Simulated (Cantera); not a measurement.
Input: 1 mol CaO, 3 mol F2, 1.2 mol N2, equilibrated at 1.20 Pa.

Method: chemical equilibrium by Gibbs-energy minimisation in Cantera with the NASA 1993 tables (ideal gas, pure condensed phases). Candidate condensed phases: Ca, CaF2, CaO; 22 gas species. Equilibrium is a limit: real reactors are often held back by kinetics, nucleation or transport. All values below are at 1575 °C.

Base state: F 0.593, N2 0.177, CaF2 0.148, O2 0.0664, O 0.0141, NO 0.00130 (mole fractions); condensed: gas only.

Q: What changes in the equilibrium state with this change: N2 from 1.2 to 51 mol?

A: 
```json
[
 {"species": "N2", "before": "0.177", "after": "0.900"},
 {"species": "F", "before": "0.593", "after": "0.0706"},
 {"species": "CaF2", "before": "0.148", "after": "0.0177"},
 {"species": "O2", "before": "0.0664", "after": "0.00623"},
 {"species": "O", "before": "0.0141", "after": "0.00431"},
 {"species": "NO", "before": "0.00130", "after": "0.000897"}
]
```
